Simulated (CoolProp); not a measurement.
Saturation properties of diethyl ether (Tc = 467.9 K, pc = 3.717 MPa, ω = 0.282).

Computed with CoolProp (reference Helmholtz-energy equation of state, Thol 2014).

| T (K) | p (MPa) | liquid cp (kJ/(kg K)) | surface tension (mN/m) |
|---|---|---|---|
| 361.5 | 0.4966 | 2.600 | [?] |
| 368.2 | 0.5833 | 2.637 | 8.51 |
| 375 | 0.6824 | 2.676 | 7.78 |
| 381.8 | 0.7935 | 2.718 | 7.06 |
| 388.5 | [?] | 2.764 | [?] |
| 395.3 | 1.053 | [?] | 5.68 |
| 402.1 | 1.206 | 2.874 | 5.00 |
| 408.9 | 1.374 | 2.941 | 4.34 |
| 415.6 | 1.556 | 3.019 | 3.70 |
| 422.4 | 1.759 | 3.117 | 3.08 |
| 429.2 | 1.982 | 3.243 | 2.49 |
| 435.9 | 2.222 | 3.413 | 1.92 |

Problem. Fill in the missing entries.

Solution. 
- 361.5, surface tension (mN/m): 9.24
- 388.5, p (MPa): 0.9156
- 388.5, surface tension (mN/m): 6.37
- 395.3, liquid cp (kJ/(kg K)): 2.815

It boils at 307.6 K under 1 atm.

Surface tension comes from a separate correlation (Mulero 2014).
